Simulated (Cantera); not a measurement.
An adiabatic, constant-volume homogeneous reactor starts with 7.68 % H2, 7.11 % O2, 85.2 % N2, at 1775 K and 750 Torr.

Detailed kinetics in Cantera: the H2/O2 subset of GRI-Mech 3.0, which has no nitrogen chemistry.

x: mole fraction; the columns are a selection and need not sum to one.

```json
[
 {"t (s)": "7.00e-6", "T (K)": "1775", "P (bar)": "1.00", "x H2": "0.0766", "x O2": "0.0710", "x H2O": "0.000127", "x HO2": "4.19e-6", "x H": "0.000104", "x H2O2": "4.08e-8"},
 {"t (s)": "2.07e-5", "T (K)": "1822", "P (bar)": "1.02", "x H2": "0.0112", "x O2": "0.0347", "x H2O": "0.0479", "x HO2": "7.47e-6", "x H": "0.0271", "x H2O2": "3.44e-7"},
 {"t (s)": "6.09e-5", "T (K)": "1979", "P (bar)": "1.10", "x H2": "0.00955", "x O2": "0.0332", "x H2O": "0.0543", "x HO2": "5.96e-6", "x H": "0.0178", "x H2O2": "2.04e-7"},
 {"t (s)": "0.000180", "T (K)": "2192", "P (bar)": "1.20", "x H2": "0.00632", "x O2": "0.0322", "x H2O": "0.0640", "x HO2": "3.80e-6", "x H": "0.00695", "x H2O2": "1.09e-7"},
 {"t (s)": "0.000531", "T (K)": "2348", "P (bar)": "1.28", "x H2": "___", "x O2": "0.0324", "x H2O": "0.0729", "x HO2": "2.42e-6", "x H": "___", "x H2O2": "___"},
 {"t (s)": "0.00157", "T (K)": "2387", "P (bar)": "1.30", "x H2": "0.00126", "x O2": "0.0327", "x H2O": "0.0755", "x HO2": "2.42e-6", "x H": "0.000477", "x H2O2": "8.49e-8"},
 {"t (s)": "0.00462", "T (K)": "2388", "P (bar)": "1.30", "x H2": "0.00124", "x O2": "0.0327", "x H2O": "0.0756", "x HO2": "2.42e-6", "x H": "0.000468", "x H2O2": "8.53e-8"},
 {"t (s)": "0.0136", "T (K)": "2388", "P (bar)": "1.30", "x H2": "0.00124", "x O2": "0.0327", "x H2O": "0.0756", "x HO2": "2.42e-6", "x H": "0.000468", "x H2O2": "8.53e-8"},
 {"t (s)": "0.0402", "T (K)": "2388", "P (bar)": "1.30", "x H2": "0.00124", "x O2": "0.0327", "x H2O": "0.0756", "x HO2": "2.42e-6", "x H": "0.000468", "x H2O2": "8.53e-8"},
 {"t (s)": "0.119", "T (K)": "2388", "P (bar)": "1.30", "x H2": "0.00124", "x O2": "0.0327", "x H2O": "0.0756", "x HO2": "2.42e-6", "x H": "0.000468", "x H2O2": "8.53e-8"},
 {"t (s)": "0.350", "T (K)": "2388", "P (bar)": "1.30", "x H2": "0.00124", "x O2": "0.0327", "x H2O": "0.0756", "x HO2": "2.42e-6", "x H": "0.000468", "x H2O2": "8.53e-8"},
 {"t (s)": "1.03", "T (K)": "2388", "P (bar)": "1.30", "x H2": "0.00124", "x O2": "0.0327", "x H2O": "0.0756", "x HO2": "2.42e-6", "x H": "0.000468", "x H2O2": "8.53e-8"},
 {"t (s)": "3.05", "T (K)": "2388", "P (bar)": "1.30", "x H2": "0.00124", "x O2": "0.0327", "x H2O": "0.0756", "x HO2": "2.42e-6", "x H": "0.000468", "x H2O2": "8.53e-8"},
 {"t (s)": "9.00", "T (K)": "2388", "P (bar)": "1.30", "x H2": "0.00124", "x O2": "0.0327", "x H2O": "0.0756", "x HO2": "2.42e-6", "x H": "0.000468", "x H2O2": "8.53e-8"}
]
```

### Question
Fill in the missing entries.

### Answer

- 0.000531, x H2: 0.00241
- 0.000531, x H: 0.00132
- 0.000531, x H2O2: 7.66e-8
